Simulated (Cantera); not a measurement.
Charge: 1 mol SiCl4, 0.023 mol Cl2, 20 mol N2, at 1675 K and 101000 Pa.

Equilibrium computed with Cantera from the NASA thermochemical tables; the gas is ideal and each condensed phase is pure. Candidate condensed phases: Si, Si3N4; 13 gas species. The tables' values for SiCl3 are old estimates; treat these amounts as uncertain. The numbers say what is thermodynamically allowed, not how fast it happens.

Base state: N2 0.950, SiCl4 0.0466, Cl 0.00261, SiCl3 0.000844, Cl2 0.000243, SiCl2 3.18e-5 (mole fractions); condensed: gas only.

Problem. What changes in the equilibrium state with this change: temperature from 1675 K to 1123.15 K?

Solution. 
| species | before | after |
|---|---|---|
| N2 | 0.950 | 0.951 |
| SiCl4 | 0.0466 | 0.0476 |
| Cl2 | 0.000243 | 0.00106 |
| Cl | 0.00261 | 6.50e-5 |
| SiCl2 | 3.18e-5 | <1e-9 |
| SiCl3 | 0.000844 | 3.35e-8 |

Problem. What changes in the equilibrium state with this change: pressure from 101000 Pa to 10000 Pa?

Solution. 
```
species    before     after
-------  --------  --------
N2          0.950     0.946
SiCl4      0.0466    0.0435
Cl        0.00261   0.00627
SiCl2     3.18e-5  0.000526
SiCl3    0.000844   0.00332
Cl2      0.000243  0.000139
```

Problem. What changes in the equilibrium state with this change: temperature from 1675 K to 1048 K?

Solution. 
```json
[
 {"species": "N2", "before": "0.950", "after": "0.951"},
 {"species": "SiCl4", "before": "0.0466", "after": "0.0476"},
 {"species": "Cl2", "before": "0.000243", "after": "0.00108"},
 {"species": "Cl", "before": "0.00261", "after": "2.52e-5"},
 {"species": "SiCl3", "before": "0.000844", "after": "4.21e-9"},
 {"species": "SiCl2", "before": "3.18e-5", "after": "<1e-9"}
]
```
